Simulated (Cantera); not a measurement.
Cantera run:

```python
import numpy as np
import cantera as ct

gas_names = """
    C CH CH2 CH3 CH2OH CH3O CH4 CH3OH CN CO CO2 COOH C2 C2H CHCO,ketyl C2H2,acetylene C2H2,vinylidene
    CH2CO,ketene C2H3,vinyl CH3CN CH3CO,acetyl C2H4 C2H4O,ethylen CH3CHO,ethanal CH3COOH (HCOOH)2 C2H5
    C2H6 CH3OCH3 C2H5OH CCN CNC C2N2 C2O C3 C3H3,propargyl C3H4,allene C3H4,propyne C3H4,cyclo-
    C3H5,allyl C3H6,propylene C3H6,cyclo- C3H6O C3H7,n-propyl C3H7,i-propyl C3H8 C3H8O,1propanol
    C3H8O,2propanol C3O2 C4 C4H2 C4H4,1,3-cyclo- C4H6,butadiene C4H6,2-butyne C4H6,cyclo- C4H8,1-butene
    C4H8,cis2-buten C4H8,tr2-butene C4H8,isobutene C4H8,cyclo- (CH3COOH)2 C4H9,n-butyl C4H9,i-butyl
    C4H9,s-butyl C4H9,t-butyl C4H10,isobutane C4H10,n-butane C4N2 C5 C5H6,1,3cyclo- C5H8,cyclo-
    C5H10,1-pentene C5H10,cyclo- C5H11,pentyl C5H11,t-pentyl C5H12,n-pentane C5H12,i-pentane
    CH3C(CH3)2CH3 C6H2 C6H5,phenyl C6H5O,phenoxy C6H6 C6H5OH,phenol C6H10,cyclo- C6H12,1-hexene
    C6H12,cyclo- C6H13,n-hexyl C7H7,benzyl C7H8 C7H8O,cresol C7H14,1-heptene C7H15,n-heptyl
    C7H16,n-heptane C8H8,styrene C8H10,ethylbenz C8H16,1-octene C8H17,n-octyl C8H18,isooctane
    C8H18,n-octane C9H19,n-nonyl C10H8,naphthale C10H21,n-decyl C12H9,o-bipheny C12H10,bipheny H HCN HCO
    HCCN HNC HNCO HNO HNO2 HNO3 HO2 H2 HCHO,formaldehy HCOOH H2O H2O2 N NCO NH NH2 NH3 NH2OH NO NO2 NO3
    N2 N2H2 N2H4 N2O O OH O2 O3
""".split()
cond_names = """
    C(gr) C6H6(L) C7H8(L) C8H18(L),n-octa H2O(s) H2O(L)
""".split()


def load(file, names, dense=False):
    # The tables refer to 1 bar. Condensed volumes are neglected.
    table = {s.name: s for s in ct.Species.list_from_file(file)}
    out = []
    for n in names:
        d = dict(table[n].input_data)
        d["thermo"] = dict(d["thermo"], **{"reference-pressure": 1e5})
        if dense:
            d["equation-of-state"] = {"model": "constant-volume", "density": "1e6 g/cm^3"}
        out.append(ct.Species.from_dict(d))
    return out


gas = ct.Solution(thermo="ideal-gas", species=load("nasa_gas.yaml", gas_names))
cond = {s.name: ct.Solution(thermo="fixed-stoichiometry", species=[s], name=s.name)
        for s in load("nasa_condensed.yaml", cond_names, dense=True)}
atoms = {
    'CO': {'C': 1, 'O': 1},
    'H2O': {'H': 2, 'O': 1},
    'N2': {'N': 2},
}
top_T = {'C(gr)': 4500}  # K; cautious upper limits of use, not melting points


def equilibrate(T, P, feed):
    n = {}
    for name, mol in feed.items():
        for a, k in atoms[name].items():
            n[a] = n.get(a, 0.0) + k * mol
    gas.TPX = T, P, n
    mass = sum(n.values()) * gas.mean_molecular_weight
    gas.equilibrate("TP")
    valid = [c for c in cond.values() if c.min_temp <= T <= top_T.get(c.name, c.max_temp)]
    mix = ct.Mixture([(gas, mass / gas.mean_molecular_weight)] + [(c, 0.0) for c in valid])
    mix.T, mix.P = T, P
    mix.equilibrate("TP", solver="vcs", rtol=1e-11, max_steps=5000)
    return mix


results = []
T = 2723.15  # K
P = 133.322  # Pa
for m in [0.79, 1.3, 2, 3.2, 5.2, 8.3, 13, 21, 34]:
    feed = {'CO': 1, 'H2O': 0.52, 'N2': m}  # mol
    mix = equilibrate(T, P, feed)
    results.append((T, P, feed, dict(zip(mix.species_names, mix.species_moles))))
    x = sorted(zip(gas.X, gas.species_names), reverse=True)
    print(f"T = {T:g} K  P = {P:g} Pa  n(N2) = {m:g} mol  gas = {mix.phase_moles(0):.4g} mol")
    print("   x: " + "  ".join(f"{s} {v:.3e}" for v, s in x if v > 1e-06))
    print("   condensed (mol): " + ("  ".join(f"{mix.phase(i).name} {mix.phase_moles(i):.4g}"
          for i in range(1, mix.n_phases) if mix.phase_moles(i) > 1e-12) or "none"))
```

Output:

```
T = 2723.15 K  P = 133.322 Pa  n(N2) = 0.79 mol  gas = 3.123 mol
   x: CO 3.097e-01  H 2.597e-01  N2 2.509e-01  O 1.103e-01  H2 2.342e-02  OH 1.566e-02  CO2 1.051e-02  O2 1.025e-02  H2O 5.393e-03  NO 4.106e-03  N 2.677e-05
   condensed (mol): none
T = 2723.15 K  P = 133.322 Pa  n(N2) = 1.3 mol  gas = 3.655 mol
   x: N2 3.535e-01  CO 2.656e-01  H 2.286e-01  O 9.787e-02  H2 1.814e-02  OH 1.223e-02  O2 8.064e-03  CO2 7.998e-03  NO 4.323e-03  H2O 3.706e-03  N 3.177e-05
   condensed (mol): none
T = 2723.15 K  P = 133.322 Pa  n(N2) = 2 mol  gas = 4.379 mol
   x: N2 4.546e-01  CO 2.225e-01  H 1.967e-01  O 8.499e-02  H2 1.344e-02  OH 9.137e-03  O2 6.081e-03  CO2 5.820e-03  NO 4.258e-03  H2O 2.383e-03  N 3.603e-05
   condensed (mol): none
T = 2723.15 K  P = 133.322 Pa  n(N2) = 3.2 mol  gas = 5.608 mol
   x: N2 5.687e-01  CO 1.746e-01  H 1.592e-01  O 6.960e-02  H2 8.803e-03  OH 6.056e-03  O2 4.078e-03  NO 3.900e-03  CO2 3.739e-03  H2O 1.279e-03  N 4.030e-05
   condensed (mol): none
T = 2723.15 K  P = 133.322 Pa  n(N2) = 5.2 mol  gas = 7.638 mol
   x: N2 6.791e-01  CO 1.288e-01  H 1.213e-01  O 5.368e-02  H2 5.104e-03  OH 3.557e-03  NO 3.287e-03  O2 2.426e-03  CO2 2.128e-03  H2O 5.719e-04  N 4.404e-05
   condensed (mol): none
T = 2723.15 K  P = 133.322 Pa  n(N2) = 8.3 mol  gas = 10.76 mol
   x: N2 7.697e-01  CO 9.177e-02  H 8.876e-02  O 3.977e-02  H2 2.735e-03  NO 2.592e-03  OH 1.929e-03  O2 1.332e-03  CO2 1.123e-03  H2O 2.270e-04  N 4.689e-05
   condensed (mol): none
T = 2723.15 K  P = 133.322 Pa  n(N2) = 13 mol  gas = 15.49 mol
   x: N2 8.384e-01  CO 6.401e-02  H 6.323e-02  O 2.862e-02  NO 1.947e-03  H2 1.388e-03  OH 9.887e-04  O2 6.894e-04  CO2 5.636e-04  H2O 8.289e-05  N 4.893e-05
   condensed (mol): none
T = 2723.15 K  P = 133.322 Pa  n(N2) = 21 mol  gas = 23.5 mol
   x: N2 8.927e-01  H 4.249e-02  CO 4.229e-02  O 1.940e-02  NO 1.362e-03  H2 6.268e-04  OH 4.504e-04  O2 3.168e-04  CO2 2.525e-04  N 5.049e-05  H2O 2.538e-05
   condensed (mol): none
T = 2723.15 K  P = 133.322 Pa  n(N2) = 34 mol  gas = 36.52 mol
   x: N2 9.306e-01  H 2.774e-02  CO 2.728e-02  O 1.275e-02  NO 9.135e-04  H2 2.671e-04  OH 1.932e-04  O2 1.368e-04  CO2 1.070e-04  N 5.155e-05  H2O 7.105e-06
   condensed (mol): none
```

Equilibrium computed with Cantera from the NASA thermochemical tables; the gas is ideal and each condensed phase is pure.
